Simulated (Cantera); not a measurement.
Feed: 1 mol MgO, 0.094 mol SO3, 2 mol N2, held at 1 atm.

Method: chemical equilibrium by Gibbs-energy minimisation in Cantera with the NASA 1993 tables (ideal gas, pure condensed phases). Candidate condensed phases: Mg, MgO, MgS, MgSO4, S; 22 gas species. Mutual solubility and eutectic melting of coexisting phases are not modelled. Rates play no part.

x: gas mole fraction; n: condensed amount in mol.

| T (K) | x N2 | x SO2 | x O2 | x SO3 | x NO | x O | x NO2 | n MgO(s) | n MgSO4(s) |
|---|---|---|---|---|---|---|---|---|---|
| 1148 | 0.982 | 0.0117 | 0.00586 | 0.000361 | 2.41e-5 | 6.04e-10 | 8.92e-8 | 0.931 | 0.0693 |
| 1198 | 0.947 | 0.0345 | 0.0172 | 0.00119 | 6.05e-5 | 3.13e-9 | 2.98e-7 | 0.981 | 0.0186 |
| 1248 | 0.935 | 0.0428 | 0.0214 | 0.00112 | … | … | … | 1.00 | 0 |
| 1298 | 0.934 | 0.0431 | 0.0215 | 0.000788 | 0.000136 | 2.49e-8 | 4.81e-7 | 1.00 | 0 |
| 1348 | 0.934 | 0.0433 | 0.0216 | 0.000570 | 0.000187 | 5.95e-8 | 5.43e-7 | 1.00 | 0 |
| 1398 | 0.934 | 0.0435 | 0.0216 | 0.000421 | 0.000250 | 1.34e-7 | 6.07e-7 | 1.00 | 0 |
| 1448 | 0.934 | 0.0436 | 0.0216 | … | … | … | … | 1.00 | 0 |
| 1498 | 0.934 | 0.0437 | 0.0216 | 0.000244 | 0.000423 | 5.76e-7 | 7.39e-7 | 1.00 | 0 |
| 1548 | 0.934 | 0.0437 | 0.0216 | 0.000191 | 0.000536 | 1.11e-6 | 8.08e-7 | 1.00 | 0 |
| 1598 | 0.934 | 0.0438 | 0.0215 | 0.000151 | 0.000669 | 2.06e-6 | 8.77e-7 | 1.00 | 0 |
| 1648 | 0.934 | 0.0438 | 0.0215 | 0.000122 | 0.000823 | 3.69e-6 | 9.46e-7 | 1.00 | 0 |

**Question.** Complete the blanks.

**Answer.** 
- 1248, x NO: 9.66e-5
- 1248, x O: 9.66e-9
- 1248, x NO2: 4.21e-7
- 1448, x SO3: 0.000318
- 1448, x NO: 0.000329
- 1448, x O: 2.85e-7
- 1448, x NO2: 6.72e-7
